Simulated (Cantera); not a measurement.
Cantera run, input and output.

```python
import numpy as np
import cantera as ct

gas = ct.Solution("gri30.yaml")
gas.TPX = 675, 200000, {'CH4': 1, 'O2': 2.74, 'N2': 13}
flame = ct.FreeFlame(gas, width=0.025)
flame.set_refine_criteria(ratio=3, slope=0.08, curve=0.16)
flame.transport_model = "mixture-averaged"
flame.solve(loglevel=0, auto=True)
z, T = flame.grid, flame.T
thick = (T[-1] - T[0]) / np.gradient(T, z).max()
show = ['CH4', 'O2', 'HCN', 'O', 'N2O', 'H2O2']
print(f"laminar burning velocity  {flame.velocity[0] * 100:.3f} cm/s")
print(f"burnt temperature         {T[-1]:.1f} K")
print(f"thermal thickness         {thick * 1e3:.4f} mm")
print(f"grid points               {len(z)}")
z0 = z[flame.heat_release_rate.argmax()]
print(f"{'z/mm':>9s}{'T/K':>9s}{'u/(m/s)':>9s}" + "".join(f"{s:>11s}" for s in show))
rows = []
for k in (-3, -2, -1.5, -1, -0.5, -0.25, 0, 0.25, 0.5, 1, 2, 4, 8):
    zz = z0 + k * thick
    rows.append([k * thick, np.interp(zz, z, T), np.interp(zz, z, flame.velocity),
                 *(np.interp(zz, z, flame.X[gas.species_index(s)]) for s in show)])
    print(f"{rows[-1][0] * 1e3:9.3f}{rows[-1][1]:9.1f}{rows[-1][2]:9.3f}" + "".join(f"{x:11.3e}" for x in rows[-1][3:]))
```

Output:

```
laminar burning velocity  60.779 cm/s
burnt temperature         1969.5 K
thermal thickness         0.2988 mm
grid points               138
     z/mm      T/K  u/(m/s)        CH4         O2        HCN          O        N2O       H2O2
   -0.896    675.8    0.609  5.964e-02  1.635e-01  5.080e-11  2.097e-13  1.989e-11  6.585e-08
   -0.598    681.1    0.614  5.921e-02  1.630e-01  5.380e-10  1.361e-11  2.261e-10  5.460e-07
   -0.448    695.5    0.628  5.819e-02  1.619e-01  2.310e-09  2.788e-10  1.025e-09  1.926e-06
   -0.299    760.1    0.688  5.406e-02  1.567e-01  1.367e-08  1.925e-08  6.609e-09  8.119e-06
   -0.149   1032.6    0.941  3.767e-02  1.329e-01  8.787e-08  3.396e-06  4.769e-08  2.500e-05
   -0.075   1315.7    1.203  2.089e-02  1.057e-01  1.974e-07  4.637e-05  1.136e-07  1.736e-05
    0.000   1610.3    1.476  4.738e-03  7.359e-02  3.659e-07  5.368e-04  2.372e-07  1.584e-06
    0.075   1743.7    1.593  2.623e-04  5.637e-02  2.538e-07  1.891e-03  4.066e-07  6.404e-07
    0.149   1798.9    1.638  7.947e-06  5.094e-02  7.895e-08  2.200e-03  5.297e-07  5.329e-07
    0.299   1862.9    1.689  9.637e-09  4.739e-02  6.814e-09  1.699e-03  6.441e-07  3.800e-07
    0.598   1918.2    1.734  4.180e-13  4.544e-02  1.715e-10  9.080e-04  7.425e-07  2.342e-07
    1.195   1951.3    1.760  2.130e-17  4.462e-02  2.156e-12  3.601e-04  7.076e-07  1.298e-07
    2.390   1965.4    1.772  3.125e-18  4.440e-02  3.539e-14  1.376e-04  4.391e-07  7.580e-08
```

Computed with Cantera and GRI-Mech 3.0 (53 species, 325 reactions). Burning velocities carry a grid error of a few per cent, more on coarse grids.
